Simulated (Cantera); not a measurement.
A freely propagating, adiabatic, planar premixed flame of 13.3 % CH4, 17.7 % O2, 66.5 % N2, 2.52 % CO2, equivalence ratio 1.5, unburnt at 575 K and 5.00 bar; mixture-averaged transport, grid criteria slope 0.08 and curve 0.16, no radiation.

Cantera simulation using GRI-Mech 3.0 (53 species, 325 reactions); the numbers are that mechanism's predictions, not measurements. Burning velocities carry a grid error of a few per cent, more on coarse grids.

x: mole fraction of selected species; z is measured from the peak of heat release.

| z (mm) | T (K) | u (m/s) | x CH4 | x O2 | x CO2 | x H2O | x HCO | x NO2 |
|---|---|---|---|---|---|---|---|---|
| -0.848 | 577 | 0.208 | 0.132 | 0.176 | 0.0251 | 0.000341 | <1e-8 | <1e-8 |
| -0.566 | 588 | 0.214 | 0.130 | 0.174 | 0.0250 | 0.00237 | <1e-8 | <1e-8 |
| -0.424 | 618 | 0.226 | 0.127 | 0.171 | 0.0249 | 0.00732 | <1e-8 | 2.57e-8 |
| -0.283 | 742 | 0.275 | 0.115 | 0.159 | 0.0253 | 0.0255 | <1e-8 | 1.20e-7 |
| -0.141 | 1157 | 0.437 | 0.0796 | 0.115 | 0.0292 | 0.0804 | 6.14e-8 | 2.16e-7 |
| -0.0707 | [?] | 0.576 | [?] | [?] | [?] | [?] | [?] | [?] |
| 0 | 1827 | 0.707 | 0.0197 | 0.0301 | 0.0418 | 0.164 | 3.04e-6 | <1e-8 |
| 0.0707 | 1985 | 0.772 | 0.00781 | 0.00912 | 0.0469 | 0.182 | 1.45e-6 | <1e-8 |
| 0.141 | 2036 | 0.792 | 0.00457 | 0.00296 | 0.0494 | 0.185 | 5.47e-7 | <1e-8 |
| 0.283 | 2057 | 0.802 | 0.00285 | 0.000487 | 0.0512 | 0.185 | 1.55e-7 | <1e-8 |
| 0.566 | 2058 | 0.803 | 0.00183 | 3.17e-5 | 0.0519 | 0.183 | 7.36e-8 | <1e-8 |
| 1.13 | 2053 | 0.803 | 0.00107 | 4.68e-7 | 0.0515 | 0.180 | 5.49e-8 | <1e-8 |
| 2.26 | 2049 | 0.803 | [?] | [?] | 0.0506 | 0.178 | [?] | <1e-8 |

**Question.** Complete the blanks.

**Answer.** 
- -0.0707, T (K): 1505
- -0.0707, x CH4: 0.0484
- -0.0707, x O2: 0.0727
- -0.0707, x CO2: 0.0347
- -0.0707, x H2O: 0.124
- -0.0707, x HCO: 1.29e-6
- -0.0707, x NO2: 6.33e-8
- 2.26, x CH4: 0.000498
- 2.26, x O2: 2.12e-7
- 2.26, x HCO: 4.52e-8
